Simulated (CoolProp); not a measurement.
Ethane along the isotherm 217.25 °C: Z from the reference equation and from simpler models built on Tc = 32.2 °C, pc = 4.872 MPa, ω = 0.099; each cubic takes its own stable root.

The numbers come from the reference Helmholtz-energy equation of state, Bücker 2006 in CoolProp.

```csv
p (MPa),phase,reference,van der Waals,Redlich-Kwong,Soave-Redlich-Kwong,Peng-Robinson
4.06,gas,0.9477,0.9283,0.9396,0.9541,0.9376
8.12,supercritical,0.9037,0.8608,0.8900,0.9197,0.8907
12.2,supercritical,0.8730,0.8114,0.8571,0.9001,0.8621
16.2,supercritical,0.8598,0.7985,0.8450,0.8969,0.8522
20.3,supercritical,0.8643,0.8224,0.8523,0.9085,0.8580
24.4,supercritical,0.8844,0.8701,0.8749,0.9321,0.8760
28.4,supercritical,0.9153,0.9286,0.9067,0.9632,0.9017
32.5,supercritical,0.9548,0.9948,0.9460,1.001,0.9339
36.5,supercritical,0.9985,1.063,0.9883,1.042,0.9691
40.6,supercritical,1.047,1.134,1.034,1.086,1.008
44.7,supercritical,1.097,1.206,1.082,1.132,1.048
48.7,supercritical,1.147,1.278,1.130,1.178,1.089
```
